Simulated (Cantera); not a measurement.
Input (Python, Cantera) and output of one run.

```python
import numpy as np
import cantera as ct

gas_names = """
    C CO COS CO2 CS CS2 C2 C2O C3 C3O2 C4 C5 Fe FeC5O5 FeO O O2 O3 S SO SO2 SO3 S2 S2O S8
""".split()
cond_names = """
    C(gr) Fe(a) Fe(c) Fe(d) Fe(L) FeC5O5(L) FeO(s) FeO(L) FeS(a) FeS(b) FeS(c) FeS(L) FeSO4(s) FeS2(s)
    Fe2O3(s) Fe2S3O12(s) Fe3O4(s) S(cr1) S(cr2) S(L)
""".split()


# ... load() reads the species with a 1 bar reference pressure and builds the phases ...
atoms = {
    'Fe': {'Fe': 1},
    'SO2': {'S': 1, 'O': 2},
    'CO': {'C': 1, 'O': 1},
}
top_T = {'C(gr)': 4500, 'FeSO4(s)': 950, 'FeS2(s)': 1010, 'Fe2O3(s)': 1830, 'Fe2S3O12(s)': 1100, 'Fe3O4(s)': 1870}  # K; cautious upper limits of use, not melting points


# ... equilibrate(T, P, feed) seeds the gas with the atoms and calls Mixture.equilibrate('TP', solver="vcs", rtol=1e-11, max_steps=5000) ...
results = []
feed = {'Fe': 1, 'SO2': 2.4, 'CO': 1.5}  # mol
P = 19  # Pa
for T in [1575, 1625, 1675, 1725, 1775, 1825, 1875, 1925]:
    mix = equilibrate(T, P, feed)
    results.append((T, P, feed, dict(zip(mix.species_names, mix.species_moles))))
    x = sorted(zip(gas.X, gas.species_names), reverse=True)
    print(f"T = {T:g} K  P = {P:g} Pa  gas = {mix.phase_moles(0):.4g} mol")
    print("   x: " + "  ".join(f"{s} {v:.3e}" for v, s in x if v > 1e-05))
    print("   condensed (mol): " + ("  ".join(f"{mix.phase(i).name} {mix.phase_moles(i):.4g}"
          for i in range(1, mix.n_phases) if mix.phase_moles(i) > 1e-12) or "none"))
```

Result:

```
T = 1575 K  P = 19 Pa  gas = 3.531 mol
   x: SO2 4.243e-01  CO 2.402e-01  CO2 1.845e-01  S2 1.043e-01  SO 4.305e-02  S 2.185e-03  Fe 7.239e-04  S2O 6.909e-04  COS 9.247e-05
   condensed (mol): FeO(s) 0.9974
T = 1625 K  P = 19 Pa  gas = 3.571 mol
   x: SO2 4.243e-01  CO 2.585e-01  CO2 1.615e-01  S2 9.366e-02  SO 5.571e-02  S 3.449e-03  Fe 2.195e-03  S2O 6.314e-04  COS 7.688e-05  FeO 2.791e-05
   condensed (mol): FeO(s) 0.9921
T = 1675 K  P = 19 Pa  gas = 3.622 mol
   x: SO2 4.216e-01  CO 2.730e-01  CO2 1.411e-01  S2 8.215e-02  SO 7.025e-02  Fe 6.024e-03  S 5.222e-03  S2O 5.654e-04  FeO 8.075e-05  COS 6.277e-05
   condensed (mol): FeO(L) 0.9779
T = 1725 K  P = 19 Pa  gas = 3.699 mol
   x: SO2 4.163e-01  CO 2.822e-01  CO2 1.232e-01  SO 8.598e-02  S2 6.899e-02  Fe 1.502e-02  S 7.524e-03  S2O 4.887e-04  FeO 2.135e-04  COS 4.968e-05  O 1.220e-05
   condensed (mol): FeO(L) 0.9436
T = 1775 K  P = 19 Pa  gas = 3.831 mol
   x: SO2 4.086e-01  CO 2.836e-01  CO2 1.080e-01  SO 1.011e-01  S2 5.294e-02  Fe 3.473e-02  S 1.010e-02  FeO 5.327e-04  S2O 3.937e-04  COS 3.692e-05  O 3.036e-05  O2 1.911e-05
   condensed (mol): FeO(L) 0.8649
T = 1825 K  P = 19 Pa  gas = 4.064 mol
   x: SO2 3.997e-01  CO 2.729e-01  SO 1.116e-01  CO2 9.613e-02  Fe 7.268e-02  S2 3.331e-02  S 1.200e-02  FeO 1.261e-03  S2O 2.730e-04  O 7.566e-05  O2 4.606e-05  COS 2.404e-05
   condensed (mol): FeO(L) 0.6995
T = 1875 K  P = 19 Pa  gas = 4.429 mol
   x: SO2 3.934e-01  CO 2.477e-01  Fe 1.300e-01  SO 1.096e-01  CO2 9.099e-02  S2 1.368e-02  S 1.127e-02  FeO 2.842e-03  O 2.016e-04  S2O 1.379e-04  O2 1.334e-04  COS 1.203e-05
   condensed (mol): FeO(L) 0.4117
T = 1925 K  P = 19 Pa  gas = 4.829 mol
   x: SO2 3.923e-01  CO 2.131e-01  Fe 1.881e-01  CO2 9.751e-02  SO 9.117e-02  S 7.512e-03  FeO 6.128e-03  S2 2.941e-03  O 6.108e-04  O2 5.235e-04  S2O 4.316e-05
   condensed (mol): FeO(L) 0.06181
```

These are equilibrium values from Cantera (NASA tables, ideal gas, pure condensed phases), not measurements of a reactor. The tables' stoichiometric FeO is somewhat more stable than real wüstite, so its field is too wide. FeO: taken at fixed stoichiometry.
